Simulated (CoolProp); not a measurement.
Saturation properties of CH2F2 (R32).

Model: reference Helmholtz-energy equation of state, Tillner-Roth 1997, in CoolProp.

| T (K) | p (bar) | liquid density (kg/m³) | vapour density (kg/m³) | liquid viscosity (µPa s) | vapour viscosity (µPa s) |
|---|---|---|---|---|---|
| 166.6 | 0.02057 | 1355 | 0.07752 | 794 | 7.36 |
| 175.9 | 0.04863 | 1332 | 0.1740 | 647 | 7.78 |
| 185.1 | 0.1033 | 1309 | 0.3525 | 540 | 8.20 |
| 194.3 | 0.2020 | 1285 | 0.6604 | 458 | 8.62 |
| 203.5 | 0.3686 | 1261 | 1.159 | 393 | 9.04 |
| 212.8 | 0.6370 | 1237 | 1.933 | 341 | 9.46 |
| 222 | 1.039 | 1212 | 3.060 | 298 | 9.89 |
| 231.2 | 1.623 | 1186 | 4.655 | 262 | 10.3 |
| 240.4 | 2.437 | 1159 | 6.846 | 231 | 10.7 |
| 249.7 | 3.555 | 1131 | 9.822 | 205 | 11.2 |
| 258.9 | 5.015 | 1102 | 13.70 | 182 | 11.6 |
| 268.1 | 6.894 | 1072 | 18.74 | 162 | 12.1 |

It boils at 221.5 K under 1 atm.

Viscosity comes from a separate model (Bell 2016), an estimate that may be off by 10 % or more.
